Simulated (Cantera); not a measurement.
Charge: 1 mol Si, 0.0036 mol O2, 77 mol H2, 0.32 mol H2O, held at 35.0 mbar.

These are equilibrium values from Cantera (NASA tables, ideal gas, pure condensed phases), not measurements of a reactor. Candidate condensed phases: H2O, Si, SiO2; 18 gas species. Mutual solubility and eutectic melting of coexisting phases are not modelled. The tables hold silica as quartz up to 1696 K and as liquid above; real silica turns to tridymite and cristobalite and melts near 1996 K. Gases not in the tables: Si2H6 and higher silanes. Rates play no part.

x: gas mole fraction; n: condensed amount in mol.

```csv
T (K),x H2,x SiO,x H,x Si,x SiH2,x SiH,x Si2,n Si(s),n SiO2(β-quartz),n Si(l)
1323,1.000,0.000378,8.48e-6,2.53e-9,1.13e-7,3.48e-9,<1e-12,0.822,0.149,0
1373,0.999,0.00118,1.78e-5,1.11e-8,2.50e-7,1.18e-8,5.25e-12,0.791,0.118,0
1423,0.997,0.00337,3.54e-5,4.36e-8,5.25e-7,3.65e-8,3.12e-11,0.706,0.0329,0
1473,0.996,0.00421,6.75e-5,1.56e-7,1.05e-6,1.05e-7,1.64e-10,0.673,0,0
1523,0.996,0.00421,0.000123,5.15e-7,2.00e-6,2.81e-7,7.74e-10,0.673,0,0
1573,0.996,0.00421,___,___,___,___,___,0.672,0,0
1623,0.995,0.00421,___,___,___,___,___,0.672,0,0
1673,0.995,0.00421,0.000607,1.19e-5,1.10e-5,3.77e-6,4.60e-8,0.671,0,0
1723,0.995,0.00421,0.000972,2.81e-5,1.69e-5,7.54e-6,1.33e-7,0,0,0.669
1773,0.994,0.00421,0.00152,6.09e-5,2.45e-5,1.40e-5,3.39e-7,0,0,0.665
1823,0.993,0.00421,0.00231,0.000126,3.49e-5,2.52e-5,8.17e-7,0,0,0.658
1873,0.992,0.00421,0.00344,0.000252,4.87e-5,4.37e-5,1.88e-6,0,0,0.646
```

Question: Complete the blanks.

Answer: 
- 1623, x H: 0.000369
- 1623, x Si: 4.47e-6
- 1623, x SiH2: 6.44e-6
- 1623, x SiH: 1.67e-6
- 1623, x Si2: 1.28e-8
- 1573, x H: 0.000217
- 1573, x Si: 1.57e-6
- 1573, x SiH2: 3.65e-6
- 1573, x SiH: 7.06e-7
- 1573, x Si2: 3.30e-9
